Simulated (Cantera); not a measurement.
Input (Python, Cantera) and output of one run.

```python
import numpy as np
import cantera as ct

gas_names = """
    H HNO HNO2 HNO3 HO2 H2 H2O H2O2 N NH NH2 NH3 NH2OH NO NO2 NO3 N2 N2H2 N2H4 N2O O OH O2 O3 Si SiH
    SiH2 SiH3 SiH4 SiN SiO SiO2 Si2 Si2N Si3
""".split()
cond_names = """
    H2O(s) H2O(L) Si(cr) Si(L) SiO2(Lqz) SiO2(hqz) SiO2(L) Si2N2O(s) Si3N4(a)
""".split()


def load(file, names, dense=False):
    # The tables refer to 1 bar. Condensed volumes are neglected.
    table = {s.name: s for s in ct.Species.list_from_file(file)}
    out = []
    for n in names:
        d = dict(table[n].input_data)
        d["thermo"] = dict(d["thermo"], **{"reference-pressure": 1e5})
        if dense:
            d["equation-of-state"] = {"model": "constant-volume", "density": "1e6 g/cm^3"}
        out.append(ct.Species.from_dict(d))
    return out


gas = ct.Solution(thermo="ideal-gas", species=load("nasa_gas.yaml", gas_names))
cond = {s.name: ct.Solution(thermo="fixed-stoichiometry", species=[s], name=s.name)
        for s in load("nasa_condensed.yaml", cond_names, dense=True)}
atoms = {
    'Si': {'Si': 1},
    'H2O': {'H': 2, 'O': 1},
    'N2': {'N': 2},
}
top_T = {'Si2N2O(s)': 2100, 'Si3N4(a)': 2400}  # K; cautious upper limits of use, not melting points


def equilibrate(T, P, feed):
    n = {}
    for name, mol in feed.items():
        for a, k in atoms[name].items():
            n[a] = n.get(a, 0.0) + k * mol
    gas.TPX = T, P, n
    mass = sum(n.values()) * gas.mean_molecular_weight
    gas.equilibrate("TP")
    valid = [c for c in cond.values() if c.min_temp <= T <= top_T.get(c.name, c.max_temp)]
    mix = ct.Mixture([(gas, mass / gas.mean_molecular_weight)] + [(c, 0.0) for c in valid])
    mix.T, mix.P = T, P
    mix.equilibrate("TP", solver="vcs", rtol=1e-11, max_steps=5000)
    return mix


results = []
T = 1823  # K
P = 10000  # Pa
for m in [1.2, 1.7, 2.4, 3.5, 5.1, 7.4, 11, 16, 23, 33, 48, 69, 100]:
    feed = {'Si': 1, 'H2O': 0.02, 'N2': m}  # mol
    mix = equilibrate(T, P, feed)
    results.append((T, P, feed, dict(zip(mix.species_names, mix.species_moles))))

top = {s: max(r[3][s] / sum(r[3][g] for g in gas_names) for r in results) for s in gas_names}
cols = sorted((s for s in top if top[s] > 0.001), key=lambda s: -top[s])[:8]
seen = [c for c in cond_names if any(r[3].get(c, 0) > 1e-12 for r in results)]
print("log10 of partial pressures in bar; condensed amounts in mol")
print(f"{'n(N2)':>10s}" + "".join(f"{s[:9]:>10s}" for s in cols + seen))
for T, P, feed, n in results:
    ng = sum(n[g] for g in gas_names)
    print(f"{feed['N2']:10.4g}" + "".join(f"{np.log10(max(n[s] / ng * P / 1e5, 1e-99)):10.3f}" for s in cols)
          + "".join(f"{n.get(c, 0):10.4g}" for c in seen))
```

It prints:

```
log10 of partial pressures in bar; condensed amounts in mol
     n(N2)        N2        H2       SiO Si2N2O(s)  Si3N4(a)
       1.2    -1.017    -2.450    -3.621   0.01866    0.3204
       1.7    -1.009    -2.728    -3.624   0.01747    0.3208
       2.4    -1.006    -2.949    -3.625   0.01581    0.3214
       3.5    -1.004    -3.160    -3.625    0.0132    0.3223
       5.1    -1.003    -3.354    -3.626  0.009409    0.3235
       7.4    -1.002    -3.536    -3.626  0.003956    0.3253
        11    -1.002    -3.722    -3.715         0    0.3266
        16    -1.001    -3.894    -3.886         0    0.3266
        23    -1.001    -4.059    -4.049         0    0.3266
        33    -1.001    -4.221    -4.209         0    0.3265
        48    -1.000    -4.389    -4.375         0    0.3264
        69    -1.000    -4.551    -4.534         0    0.3263
       100    -1.000    -4.717    -4.696         0    0.3262
```

These are equilibrium values from Cantera (NASA tables, ideal gas, pure condensed phases), not measurements of a reactor. Mutual solubility and eutectic melting of coexisting phases are not modelled.
